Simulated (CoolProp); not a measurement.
Methanol along the isotherm 620 K: density (kg/m³) from the reference equation and from simpler models built on Tc = 513.4 K, pc = 8.216 MPa, ω = 0.565; each cubic takes its own stable root.

Computed with CoolProp (reference Helmholtz-energy equation of state, de Reuck 1993).

```csv
p (MPa),phase,reference,ideal gas,van der Waals,Peng-Robinson
0.13,gas,0.8102,0.8081,0.8104,0.8104
0.21,gas,1.311,1.305,1.312,1.311
0.339,gas,2.122,2.107,2.124,2.123
0.548,gas,3.444,3.406,3.449,3.448
0.885,gas,5.602,5.501,5.615,5.610
1.43,gas,9.157,8.889,9.193,9.177
2.31,gas,15.08,14.36,15.18,15.12
3.73,gas,25.18,23.18,25.47,25.24
6.03,gas,43.05,37.48,44.20,43.08
9.74,supercritical,76.35,60.54,82.56,75.97
15.7,supercritical,143.9,97.59,174.7,138.0
25.4,supercritical,291.7,157.9,253.9,235.5
41.1,supercritical,431.0,255.5,300.0,334.4
```
